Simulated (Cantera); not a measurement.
A closed system holds: 1 mol V2O3, 3.7 mol H2, 0.93 mol N2, equilibrated at 0.100 bar.

Cantera equilibrium calculation (NASA polynomials, part measured and part estimated; ideal gas, pure solids and liquids). Candidate condensed phases: H2O, V, VN, VO, V2O3, V2O4, V2O5; 28 gas species. Mutual solubility and eutectic melting of coexisting phases are not modelled. VN: taken at fixed stoichiometry. Condensed phases not in the tables: the oxides between V2O3 and V2O5 other than VO2, V2N. The numbers say what is thermodynamically allowed, not how fast it happens.

Question: At 1448 K, list the 4 most abundant gas species with their mole fractions, and the condensed phases.

Answer: H2 0.797, N2 0.200, H2O 0.00232, H 2.60e-5. Condensed: VN(s) + V2O3(s).
